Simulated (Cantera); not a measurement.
What does this Cantera script print?

```python
import numpy as np
import cantera as ct

gas_names = [...]  # 123 gases of nasa_gas.yaml made of C, H, O, Si
cond_names = """
    C(gr) C6H6(L) C7H8(L) C8H18(L),n-octa H2O(s) H2O(L) Si(cr) Si(L) SiC(b) SiO2(Lqz) SiO2(hqz) SiO2(L)
""".split()


# ... load() reads the species with a 1 bar reference pressure and builds the phases ...
atoms = {
    'Si': {'Si': 1},
    'H2O': {'H': 2, 'O': 1},
    'H2': {'H': 2},
    'CO2': {'C': 1, 'O': 2},
}
top_T = {'C(gr)': 4500, 'SiC(b)': 3050}  # K; cautious upper limits of use, not melting points


# ... equilibrate(T, P, feed) seeds the gas with the atoms and calls Mixture.equilibrate('TP', solver="vcs", rtol=1e-11, max_steps=5000) ...
results = []
feed = {'Si': 1, 'H2O': 0.012, 'H2': 66, 'CO2': 1.9}  # mol
P = 13332.2  # Pa
for T in [1625, 1675, 1725, 1775, 1825, 1875, 1925, 1975, 2025]:
    mix = equilibrate(T, P, feed)
    results.append((T, P, feed, dict(zip(mix.species_names, mix.species_moles))))

top = {s: max(r[3][s] / sum(r[3][g] for g in gas_names) for r in results) for s in gas_names}
cols = sorted((s for s in top if top[s] > 1e-06), key=lambda s: -top[s])[:8]
seen = [c for c in cond_names if any(r[3].get(c, 0) > 1e-12 for r in results)]
print("log10 of partial pressures in bar; condensed amounts in mol")
print(f"{'T/K':>10s}" + "".join(f"{s[:9]:>10s}" for s in cols + seen))
for T, P, feed, n in results:
    ng = sum(n[g] for g in gas_names)
    print(f"{T:10.4g}" + "".join(f"{np.log10(max(n[s] / ng * P / 1e5, 1e-99)):10.3f}" for s in cols)
          + "".join(f"{n.get(c, 0):10.4g}" for c in seen))
```

Result:

```
log10 of partial pressures in bar; condensed amounts in mol
       T/K        H2        CO       SiO       H2O         H       CO2        OH       CH4 SiO2(hqz)   SiO2(L)
      1625    -0.888    -2.429    -3.693    -4.516    -4.596    -6.549    -9.599    -6.536    0.8965         0
      1675    -0.889    -2.429    -3.597    -4.096    -4.379    -6.158    -8.903    -7.173    0.8708         0
      1725    -0.889    -2.430    -3.457    -3.756    -4.176    -5.843    -8.301    -7.719         0    0.8216
      1775    -0.891    -2.430    -3.291    -3.473    -3.984    -5.583    -7.772    -8.197         0    0.7385
      1825    -0.892    -2.432    -3.115    -3.228    -3.802    -5.360    -7.293    -8.629         0    0.6064
      1875    -0.895    -2.433    -2.936    -3.009    -3.631    -5.161    -6.853    -9.028         0    0.4046
      1925    -0.900    -2.436    -2.762    -2.810    -3.469    -4.980    -6.443    -9.403         0    0.1057
      1975    -0.901    -2.437    -2.714    -2.757    -3.315    -4.945    -6.191    -9.614         0         0
      2025    -0.902    -2.437    -2.715    -2.757    -3.167    -4.962    -6.003    -9.760         0         0
```

Method: chemical equilibrium by Gibbs-energy minimisation in Cantera with the NASA 1993 tables (ideal gas, pure condensed phases). The tables hold silica as quartz up to 1696 K and as liquid above; real silica turns to tridymite and cristobalite and melts near 1996 K.
